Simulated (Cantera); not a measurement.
Adiabatic ignition

An adiabatic, constant-pressure homogeneous reactor starts with CH4 : O2 : N2 : CO2 = 1 : 1.18 : 4.42 : 0.018 (molar parts), equivalence ratio 1.7, at 1150 K and 0.839 atm.

Computed with Cantera and GRI-Mech 3.0 (53 species, 325 reactions).

```tsv
t (s)	T (K)	x CH4	x O2	x H	x NO	x C2H
1.00e-6	1150	0.151	0.178	1.93e-12	<1e-12	<1e-12
3.88e-6	1150	0.151	0.178	3.11e-12	<1e-12	<1e-12
1.51e-5	1150	0.151	0.178	3.60e-12	<1e-12	<1e-12
5.84e-5	1150	0.151	0.178	5.34e-12	<1e-12	<1e-12
0.000227	1150	0.151	0.178	1.38e-11	<1e-12	<1e-12
0.000879	1150	0.151	0.178	7.90e-11	<1e-12	<1e-12
0.00341	1150	0.151	0.178	5.85e-10	<1e-12	<1e-12
0.0132	1150	0.151	0.178	1.14e-9	<1e-12	<1e-12
0.0514	1152	0.151	0.178	4.71e-9	<1e-12	<1e-12
0.199	2398	3.16e-12	3.14e-5	0.00568	0.000198	<1e-12
0.773	2398	3.16e-12	3.13e-5	0.00568	0.000203	<1e-12
3.00	2398	3.16e-12	3.13e-5	0.00568	0.000203	<1e-12
```
x: mole fraction; the columns are a selection and need not sum to one.

The time of steepest temperature rise is 0.148 s, the temperature at 3.00 s comes out as 2398 K and the equilibrium temperature comes out as 2398 K. The x(CH4) at 3.00 s is 3.16e-12 (gas-phase equilibrium 3.58e-12) and the x(O2) at 3.00 s comes out as 3.13e-5 (gas-phase equilibrium 3.13e-5). The x(H) at 3.00 s is 0.00568 (gas-phase equilibrium 0.00568).
